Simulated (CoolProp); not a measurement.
Computed with CoolProp (reference Helmholtz-energy equation of state, Lemmon 2005). It is a short technical equation, of lower accuracy than the large ones.

Problem. Give the vapour pressure (MPa), vapour density (kg/m³), enthalpy of vaporisation (kJ/kg), surface tension (mN/m) of saturated cis-2-butene at 50.35 °C.

Solution. 
| T (°C) | p (MPa) | vapour density (kg/m³) | enthalpy of vaporisation (kJ/kg) | surface tension (mN/m) |
|---|---|---|---|---|
| 50.35 | 0.450 | 10.6 | 364 | 10.9 |

Surface tension comes from a separate correlation (Mulero 2014).
